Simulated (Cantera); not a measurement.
Mixture: CO : H2 : CH4 : O2 : N2 = 1 : 0.096 : 1.2 : 4.61 : 17.3 (molar parts), equivalence ratio 0.64, at 9.87 atm, adiabatic and at constant pressure. Ignition delay is the time to a rise of 400 K.

Computed with Cantera and GRI-Mech 3.0 (53 species, 325 reactions).

Question: Predict: delay at 1350 K; delay at 1425 K; delay at 1500 K; delay at 1575 K; delay at 1650 K; apparent activation energy between 1500 and 1650 K.

Answer: 
- delay at 1350 K: 0.441 ms
- delay at 1425 K: 0.215 ms
- delay at 1500 K: 0.110 ms
- delay at 1575 K: 59.7 µs
- delay at 1650 K: 34.0 µs
- apparent activation energy between 1500 and 1650 K: 160 kJ/mol
